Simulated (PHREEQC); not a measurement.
Solution (31 °C): 0.001 mol/kgw Cu(NO3)2, 0.0013 mol/kgw HCl and 0.00083 mol/kgw KCl. Closed to the air; pH follows from the charge balance.

All values are PHREEQC results (ion-association model, wateq4f.dat), not measurements.

| quantity | before | after |
|---|---|---|
| pH | 2.92 | 5.26 |
| ionic strength (mol/kgw) | 0.00512 | 0.00768 |
| CuCl+ (mol/kgw) | 5.63e-6 | 8.46e-6 |
| CuOH+ (mol/kgw) | 6.58e-9 | 1.38e-6 |
| Cu2(OH)2+2 (mol/kgw) | 3.97e-11 | 1.81e-6 |
| SI of Tenorite (CuO) | -4.70 | -0.04 |
| SI of Cu(OH)2 (Cu(OH)2) | -5.72 | -1.06 |

**Question.** Which change was made?
A. 0.00016 mol/kgw Na2SiO3 added
B. HCl replaced by MnCl2 at the same molality
C. diluted 10-fold with water
D. KCl left out
E. KCl replaced by KOH at the same molality

**Answer.** B, HCl replaced by MnCl2 at the same molality

Precipitation was switched off in this run.
